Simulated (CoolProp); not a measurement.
Saturation properties of decamethyltetrasiloxane (MD2M) (Tc = 599.4 K, pc = 1.144 MPa, ω = 0.635).

Values from CoolProp's reference Helmholtz-energy equation of state, Thol 2017.

```json
[
 {"T (K)": "422.1", "p (MPa)": "0.02871", "liquid density (kg/m³)": "720.9", "enthalpy of vaporisation (kJ/kg)": "146.3", "liquid cp (kJ/(kg K))": "2.014"},
 {"T (K)": "428.4", "p (MPa)": "___", "liquid density (kg/m³)": "713.8", "enthalpy of vaporisation (kJ/kg)": "144.1", "liquid cp (kJ/(kg K))": "2.028"},
 {"T (K)": "434.8", "p (MPa)": "0.04228", "liquid density (kg/m³)": "706.5", "enthalpy of vaporisation (kJ/kg)": "141.9", "liquid cp (kJ/(kg K))": "2.042"},
 {"T (K)": "441.1", "p (MPa)": "___", "liquid density (kg/m³)": "699.2", "enthalpy of vaporisation (kJ/kg)": "139.6", "liquid cp (kJ/(kg K))": "2.056"},
 {"T (K)": "447.5", "p (MPa)": "0.06049", "liquid density (kg/m³)": "691.6", "enthalpy of vaporisation (kJ/kg)": "137.3", "liquid cp (kJ/(kg K))": "2.070"},
 {"T (K)": "453.8", "p (MPa)": "0.07157", "liquid density (kg/m³)": "684.1", "enthalpy of vaporisation (kJ/kg)": "135.0", "liquid cp (kJ/(kg K))": "2.083"},
 {"T (K)": "460.2", "p (MPa)": "0.08438", "liquid density (kg/m³)": "676.3", "enthalpy of vaporisation (kJ/kg)": "132.6", "liquid cp (kJ/(kg K))": "___"},
 {"T (K)": "466.6", "p (MPa)": "0.09891", "liquid density (kg/m³)": "668.3", "enthalpy of vaporisation (kJ/kg)": "130.2", "liquid cp (kJ/(kg K))": "2.112"},
 {"T (K)": "472.9", "p (MPa)": "0.1150", "liquid density (kg/m³)": "660.2", "enthalpy of vaporisation (kJ/kg)": "127.7", "liquid cp (kJ/(kg K))": "2.126"},
 {"T (K)": "479.3", "p (MPa)": "___", "liquid density (kg/m³)": "651.9", "enthalpy of vaporisation (kJ/kg)": "125.2", "liquid cp (kJ/(kg K))": "2.141"},
 {"T (K)": "485.6", "p (MPa)": "0.1537", "liquid density (kg/m³)": "643.5", "enthalpy of vaporisation (kJ/kg)": "122.6", "liquid cp (kJ/(kg K))": "2.155"},
 {"T (K)": "492", "p (MPa)": "0.1766", "liquid density (kg/m³)": "634.7", "enthalpy of vaporisation (kJ/kg)": "119.9", "liquid cp (kJ/(kg K))": "2.171"},
 {"T (K)": "498.4", "p (MPa)": "0.2020", "liquid density (kg/m³)": "625.7", "enthalpy of vaporisation (kJ/kg)": "117.2", "liquid cp (kJ/(kg K))": "2.186"}
]
```

Q: Some entries are withheld; supply them.

A: 
- 428.4, p (MPa): 0.03492
- 441.1, p (MPa): 0.05067
- 460.2, liquid cp (kJ/(kg K)): 2.098
- 479.3, p (MPa): 0.1334

It boils at 467.6 K under 1 atm.
